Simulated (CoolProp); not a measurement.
Vapour-liquid equilibrium of n-butane (1) + n-decane (2) at 0.128 MPa; x and y are mole fractions of (1).

Values from CoolProp's multi-fluid Helmholtz-energy mixture model, Bücker 2006 and Lemmon 2006; pair parameters Kunz 2012.

| x | bubble temperature, mixture model (°C) | bubble temperature, Raoult's law (°C) | y, mixture model | y, Raoult's law |
|---|---|---|---|---|
| 0.05 | ? | 119.3 | 0.790 | 0.854 |
| 0.15 | ? | 71.5 | ? | 0.982 |
| 0.25 | ? | 51.0 | 0.994 | 0.995 |
| 0.35 | 36.5 | 38.7 | 0.998 | 0.998 |
| 0.45 | 28.4 | 30.1 | 0.999 | 0.999 |
| 0.55 | 22.4 | 23.6 | 0.999 | 0.999 |
| 0.65 | ? | 18.4 | 1.000 | 1.000 |
| 0.75 | ? | 14.1 | 1.000 | 1.000 |
| 0.85 | 10.4 | 10.4 | 1.000 | 1.000 |
| 0.95 | 7.3 | 7.3 | 1.000 | 1.000 |

### Question
Fill in the missing entries.

### Answer

- 0.05, bubble temperature, mixture model (°C): 128.3
- 0.15, bubble temperature, mixture model (°C): 71.3
- 0.15, y, mixture model: 0.980
- 0.25, bubble temperature, mixture model (°C): 48.9
- 0.65, bubble temperature, mixture model (°C): 17.7
- 0.75, bubble temperature, mixture model (°C): 13.9

The largest gap from Raoult's law is +9.0 K in bubble temperature, at x = 0.05. No azeotrope shows between x = 0.05 and 0.95.

Pair parameters are fitted to limited data, so mixtures are less certain than the pure fluids. The gap from Raoult's law changes sign with composition, which may be real or a fault of the pair parameters; it wasn't checked against measurements.
